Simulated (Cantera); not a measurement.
Standard-state values (1 bar) from the NASA 1993 polynomials, evaluated with Cantera. Values are per mole of reaction as written; species without (g) are pure solids or liquids, kept so even where they would boil at 1 bar.

Question: Between 473 and 598 K, where is each reaction favourable under standard conditions?
- I₂ + MgO = O(g) + MgI₂

Answer: 
- I₂ + MgO = O(g) + MgI₂: ΔG° is 417 kJ at 473 K and 405 kJ at 598 K; it stays positive (K < 1). ΔH° is 463 kJ and ΔS° 98 J/K at 598 K.
